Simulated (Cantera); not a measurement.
## Adiabatic ignition

An adiabatic, constant-volume homogeneous reactor starts with C₂H₄ : O₂ : N₂ : H₂O = 1 : 2.5 : 21 : 0.33 (molar parts), at 1650 K and 0.957 atm.

Computed with Cantera and GRI-Mech 3.0 (53 species, 325 reactions). GRI-Mech 3.0 was tuned for natural gas; its chemistry of ethylene as a main component is partial and can be far from experiment.

```
t (s)     T (K)  P (bar)  x C₂H₄     x O₂   x H₂O     x OH     x CO₂      x H      x NO
--------  -----  -------  ------  -------  ------  -------  --------  -------  --------
3.00e-6    1650    0.970  0.0403    0.101  0.0133  3.78e-8  3.79e-11  9.33e-8    <1e-12
8.68e-6    1650    0.970  0.0402    0.101  0.0133  8.60e-7   3.65e-9  1.98e-6    <1e-12
2.51e-5    1796     1.08  0.0194   0.0796  0.0242  0.00152  0.000935  0.00197   1.81e-7
7.27e-5    2486     1.54  <1e-12   0.0109  0.0585   0.0116    0.0277   0.0162  0.000176
0.000211   2636     1.62  <1e-12  0.00820  0.0653   0.0104    0.0312  0.00969  0.000638
0.000609   2734     1.67  <1e-12  0.00578  0.0700  0.00879    0.0343  0.00617   0.00194
0.00176    2736     1.67  <1e-12  0.00502  0.0704  0.00825    0.0343  0.00579   0.00402
0.00510    2732     1.67  <1e-12  0.00476  0.0703  0.00806    0.0341  0.00575   0.00507
0.0148     2732     1.67  <1e-12  0.00475  0.0703  0.00805    0.0341  0.00575   0.00512
0.0428     2732     1.67  <1e-12  0.00475  0.0703  0.00805    0.0341  0.00575   0.00512
0.124      2732     1.67  <1e-12  0.00475  0.0703  0.00805    0.0341  0.00575   0.00512
0.358      2732     1.67  <1e-12  0.00475  0.0703  0.00805    0.0341  0.00575   0.00512
1.04       2732     1.67  <1e-12  0.00475  0.0703  0.00805    0.0341  0.00575   0.00512
3.00       2732     1.67  <1e-12  0.00475  0.0703  0.00805    0.0341  0.00575   0.00512
```
x: mole fraction; the columns are a selection and need not sum to one.

* **time of steepest temperature rise**: 30.3 µs
* **temperature at 3.00 s**: 2732 K
* **equilibrium temperature**: 2732 K
* **x(C₂H₄) at 3.00 s**: <1e-12 (gas-phase equilibrium <1e-12)
* **x(O₂) at 3.00 s**: 0.00475 (gas-phase equilibrium 0.00475)
* **x(H₂O) at 3.00 s**: 0.0703 (gas-phase equilibrium 0.0703)
